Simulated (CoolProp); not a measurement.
Vapour-liquid equilibrium of C2F6 (R116) (1) + propane (2) at 0.719 MPa; x and y are mole fractions of (1).

Computed with CoolProp (multi-fluid Helmholtz-energy mixture model, Lemmon 2006 and Lemmon 2009; pair parameters Bell 2016).

| x | bubble temperature, mixture model (°C) | bubble temperature, Raoult's law (°C) | y, mixture model | y, Raoult's law |
|---|---|---|---|---|
| 0.05 | -2.0 | 9.7 | 0.368 | 0.165 |
| 0.125 | -15.5 | 3.7 | 0.599 | 0.354 |
| 0.2 | -21.5 | -1.4 | 0.683 | 0.494 |
| 0.275 | -24.3 | -5.9 | 0.720 | 0.602 |
| 0.35 | -25.7 | -9.8 | 0.740 | 0.686 |
| 0.425 | -26.7 | -13.4 | 0.754 | 0.753 |
| 0.5 | -27.5 | -16.5 | 0.768 | 0.808 |
| 0.575 | -28.2 | -19.4 | 0.783 | 0.852 |
| 0.65 | -29.0 | -22.0 | 0.803 | 0.889 |
| 0.725 | -29.8 | -24.4 | 0.828 | 0.921 |
| 0.8 | -30.6 | -26.6 | 0.861 | 0.947 |
| 0.875 | -31.2 | -28.7 | 0.902 | 0.969 |
| 0.95 | -31.6 | -30.6 | 0.956 | 0.989 |

The largest gap from Raoult's law is -20.1 K in bubble temperature, at x = 0.2. No azeotrope shows between x = 0.05 and 0.95.

Pair parameters are fitted to limited data, so mixtures are less certain than the pure fluids. With so large a gap from Raoult's law the liquid may split in two, which this calculation doesn't test in full.
